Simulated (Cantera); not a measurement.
Charge: 1 mol PbO, 5 mol CH₄, 3.3 mol N₂, at 10.0 mbar.

These are equilibrium values from Cantera (NASA tables, ideal gas, pure condensed phases), not measurements of a reactor. Candidate condensed phases: C, C₆H₆, C₇H₈, C₈H₁₈, H₂O, Pb, PbO, PbO₂, Pb₃O₄; 139 gas species. Kinetics and transport are ignored.

x: gas mole fraction; n: condensed amount in mol.

```json
[
 {"T (K)": "1048", "x H₂": "0.696", "x N₂": "0.230", "x CO": "0.0695", "x Pb": "0.00447", "x H": "6.44e-8", "x HCN": "4.32e-6", "x C₂H₂ (acetylene)": "2.74e-9", "n C(graphite)": "4.00", "n Pb(l)": "0.936"},
 {"T (K)": "1148", "x H₂": "0.680", "x N₂": "0.224", "x CO": "0.0680", "x Pb": "0.0280", "x H": "5.91e-7", "x HCN": "1.59e-5", "x C₂H₂ (acetylene)": "2.52e-8", "n C(graphite)": "4.00", "n Pb(l)": "0.588"},
 {"T (K)": "1248", "x H₂": "0.654", "x N₂": "0.216", "x CO": "0.0654", "x Pb": "0.0654", "x H": "3.78e-6", "x HCN": "4.66e-5", "x C₂H₂ (acetylene)": "1.59e-7", "n C(graphite)": "4.00", "n Pb(l)": "0"},
 {"T (K)": "1348", "x H₂": "0.653", "x N₂": "0.216", "x CO": "0.0654", "x Pb": "0.0654", "x H": "1.87e-5", "x HCN": "0.000120", "x C₂H₂ (acetylene)": "7.86e-7", "n C(graphite)": "4.00", "n Pb(l)": "0"},
 {"T (K)": "1448", "x H₂": "0.653", "x N₂": "0.216", "x CO": "0.0654", "x Pb": "0.0654", "x H": "7.45e-5", "x HCN": "0.000271", "x C₂H₂ (acetylene)": "3.11e-6", "n C(graphite)": "4.00", "n Pb(l)": "0"},
 {"T (K)": "1548", "x H₂": "0.653", "x N₂": "0.215", "x CO": "0.0654", "x Pb": "0.0654", "x H": "0.000249", "x HCN": "0.000550", "x C₂H₂ (acetylene)": "1.02e-5", "n C(graphite)": "3.99", "n Pb(l)": "0"},
 {"T (K)": "1648", "x H₂": "0.652", "x N₂": "0.215", "x CO": "0.0653", "x Pb": "0.0653", "x H": "0.000719", "x HCN": "0.00102", "x C₂H₂ (acetylene)": "2.92e-5", "n C(graphite)": "3.98", "n Pb(l)": "0"},
 {"T (K)": "1748", "x H₂": "0.651", "x N₂": "0.215", "x CO": "0.0653", "x Pb": "0.0653", "x H": "0.00184", "x HCN": "0.00177", "x C₂H₂ (acetylene)": "7.35e-5", "n C(graphite)": "3.97", "n Pb(l)": "0"},
 {"T (K)": "1848", "x H₂": "0.648", "x N₂": "0.214", "x CO": "0.0652", "x Pb": "0.0652", "x H": "0.00427", "x HCN": "0.00287", "x C₂H₂ (acetylene)": "0.000167", "n C(graphite)": "3.95", "n Pb(l)": "0"},
 {"T (K)": "1948", "x H₂": "0.643", "x N₂": "0.212", "x CO": "0.0651", "x Pb": "0.0651", "x H": "?", "x HCN": "?", "x C₂H₂ (acetylene)": "?", "n C(graphite)": "3.92", "n Pb(l)": "0"},
 {"T (K)": "2048", "x H₂": "0.635", "x N₂": "0.210", "x CO": "0.0648", "x Pb": "0.0648", "x H": "?", "x HCN": "?", "x C₂H₂ (acetylene)": "?", "n C(graphite)": "3.87", "n Pb(l)": "0"},
 {"T (K)": "2148", "x H₂": "0.620", "x N₂": "0.207", "x CO": "0.0643", "x Pb": "0.0643", "x H": "0.0328", "x HCN": "0.00909", "x C₂H₂ (acetylene)": "0.00119", "n C(graphite)": "3.81", "n Pb(l)": "0"}
]
```

Fill in the missing entries.


- 1948, x H: 0.00906
- 1948, x HCN: 0.00442
- 1948, x C₂H₂ (acetylene): 0.000347
- 2048, x H: 0.0178
- 2048, x HCN: 0.00648
- 2048, x C₂H₂ (acetylene): 0.000665
